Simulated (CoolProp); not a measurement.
Vapour-liquid equilibrium of dimethyl ether (1) + n-perfluorobutane (2) at 0.471 MPa; x and y are mole fractions of (1).

The numbers come from the multi-fluid Helmholtz-energy mixture model, Wu 2011 and Gao 2022; pair parameters Bell 2016 in CoolProp.

| x | bubble temperature, mixture model (K) | bubble temperature, Raoult's law (K) | y, mixture model | y, Raoult's law |
|---|---|---|---|---|
| 0.05 | 309.1 | 315.2 | 0.216 | 0.100 |
| 0.15 | 296.5 | 311.6 | 0.500 | 0.272 |
| 0.25 | 289.1 | 308.4 | 0.635 | 0.416 |
| 0.35 | 285.7 | 305.4 | 0.695 | 0.538 |
| 0.45 | 284.4 | 302.6 | 0.719 | 0.641 |
| 0.55 | 284.0 | 300.1 | 0.727 | 0.728 |
| 0.65 | 284.0 | 297.7 | 0.728 | 0.804 |
| 0.75 | 284.0 | 295.5 | 0.732 | 0.870 |
| 0.85 | 284.3 | 293.4 | 0.757 | 0.927 |
| 0.95 | 286.8 | 291.5 | 0.862 | 0.977 |

The largest gap from Raoult's law is -19.7 K in bubble temperature, at x = 0.35. y crosses x between x = 0.65 and 0.75: the model has an azeotrope there.

Pair parameters are fitted to limited data, so mixtures are less certain than the pure fluids. With so large a gap from Raoult's law the liquid may split in two, which this calculation doesn't test in full.
